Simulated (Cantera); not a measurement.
Input: 1 mol C2H4, 0.019 mol NH3, 1.2 mol H2O, equilibrated at 698.15 K and 48.0 bar.

Equilibrium computed with Cantera from the NASA thermochemical tables; the gas is ideal and each condensed phase is pure. Candidate condensed phases: C, C6H6, C7H8, C8H18, H2O; 136 gas species. The ideal-gas law is rough above about 30 bar. The numbers say what is thermodynamically allowed, not how fast it happens.

Base state: CH4 0.493, H2O 0.406, CO2 0.0620, H2 0.0341, N2 0.00411, CO 0.000544, NH3 0.000186, C2H6 3.01e-5 (mole fractions); condensed: C(graphite).

What changes in the equilibrium state with this change: temperature from 698.15 K to 2800 K?


```csv
species,before,after
H2,0.0341,0.690
CO,0.000544,0.270
C2H2 (acetylene),<1e-9,0.0230
CH4,0.493,0.00224
H2O,0.406,0.000112
CO2,0.0620,6.31e-6
H,<1e-9,0.00981
HCN,<1e-9,0.00271
CH3,<1e-9,0.000532
HNC,<1e-9,0.000432
C4H2,<1e-9,0.000320
"C(graphite), mol",0.742,0.559
```
